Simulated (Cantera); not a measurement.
Input (Python, Cantera) and output of one run.

```python
import numpy as np
import cantera as ct

gas_names = """
    H HO2 H2 H2O H2O2 H2S H2SO4 Mg MgH MgO MgOH MgO2H2 MgS Mg2 O OH O2 O3 S SH SO SO2 SO3 S2 S2O S8
""".split()
cond_names = """
    H2O(s) H2O(L) H2SO4(L) Mg(cr) Mg(L) MgO(s) MgO(L) MgO2H2(s) MgS(s) MgSO4(s) MgSO4(L) S(cr1) S(cr2)
    S(L)
""".split()


# ... load() reads the species with a 1 bar reference pressure and builds the phases ...
atoms = {
    'MgSO4': {'Mg': 1, 'S': 1, 'O': 4},
    'H2': {'H': 2},
    'H2O': {'H': 2, 'O': 1},
}
top_T = {'MgS(s)': 2250}  # K; cautious upper limits of use, not melting points


# ... equilibrate(T, P, feed) seeds the gas with the atoms and calls Mixture.equilibrate('TP', solver="vcs", rtol=1e-11, max_steps=5000) ...
results = []
T = 673.15  # K
P = 480  # Pa
for m in [0.025, 0.036, 0.052, 0.075, 0.11, 0.16, 0.23, 0.33]:
    feed = {'MgSO4': 1, 'H2': 0.066, 'H2O': m}  # mol
    mix = equilibrate(T, P, feed)
    results.append((T, P, feed, dict(zip(mix.species_names, mix.species_moles))))

top = {s: max(r[3][s] / sum(r[3][g] for g in gas_names) for r in results) for s in gas_names}
cols = sorted((s for s in top if top[s] > 0.001), key=lambda s: -top[s])[:8]
seen = [c for c in cond_names if any(r[3].get(c, 0) > 1e-12 for r in results)]
print("log10 of partial pressures in bar; condensed amounts in mol")
print(f"{'n(H2O)':>10s}" + "".join(f"{s[:9]:>10s}" for s in cols + seen))
for T, P, feed, n in results:
    ng = sum(n[g] for g in gas_names)
    print(f"{feed['H2O']:10.4g}" + "".join(f"{np.log10(max(n[s] / ng * P / 1e5, 1e-99)):10.3f}" for s in cols)
          + "".join(f"{n.get(c, 0):10.4g}" for c in seen))
```

It prints:

```
log10 of partial pressures in bar; condensed amounts in mol
    n(H2O)       H2O       SO2       H2S        S2    MgO(s)  MgSO4(s)
     0.025    -2.525    -2.766    -4.223    -4.384   0.05555    0.9444
     0.036    -2.511    -2.787    -4.292    -4.510   0.05686    0.9431
     0.052    -2.493    -2.816    -4.391    -4.684   0.05846    0.9415
     0.075    -2.473    -2.856    -4.529    -4.920   0.06023    0.9398
      0.11    -2.450    -2.911    -4.727    -5.253   0.06206    0.9379
      0.16    -2.427    -2.982    -4.988    -5.679    0.0636    0.9364
      0.23    -2.405    -3.068    -5.309    -6.194   0.06467    0.9353
      0.33    -2.385    -3.169    -5.694    -6.801   0.06533    0.9347
```

Cantera equilibrium calculation (NASA polynomials, part measured and part estimated; ideal gas, pure solids and liquids). Gases not in the tables: S3 to S7.
